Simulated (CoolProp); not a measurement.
Computed with CoolProp (reference Helmholtz-energy equation of state, Guder 2009).

Question: For sulfur hexafluoride, give the phase and the density (kg/m³), speed of sound (m/s), expansivity (1/kK), conductivity (mW/(m K)) at 362.6 K and 21600 kPa; 452.7 K and 21600 kPa; 488.8 K and 21600 kPa.

Answer: 
- 362.6 K and 21600 kPa: supercritical; density 1340, speed of sound 302, expansivity 3.56, conductivity 62.3
- 452.7 K and 21600 kPa: supercritical; density 943, speed of sound 223, expansivity 3.81, conductivity 54.4
- 488.8 K and 21600 kPa: supercritical; density 827, speed of sound 217, expansivity 3.42, conductivity 52.3

Thermal conductivity comes from a separate model (Assael 2012).
